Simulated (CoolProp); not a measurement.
Values from CoolProp's reference Helmholtz-energy equation of state, McLinden 2015.

Problem. Give the vapour pressure (MPa), liquid density (kg/m³), vapour density (kg/m³), liquid cp (kJ/(kg K)) of saturated the fluoroketone C6F12O (FK-5-1-12) at 322.9, 347.5, 354.5 K.

Solution. 
```csv
T (K),p (MPa),liquid density (kg/m³),vapour density (kg/m³),liquid cp (kJ/(kg K))
322.9,0.104,1520,13.1,1.12
347.5,0.226,1440,27.9,1.15
354.5,0.275,1410,33.9,1.16
```
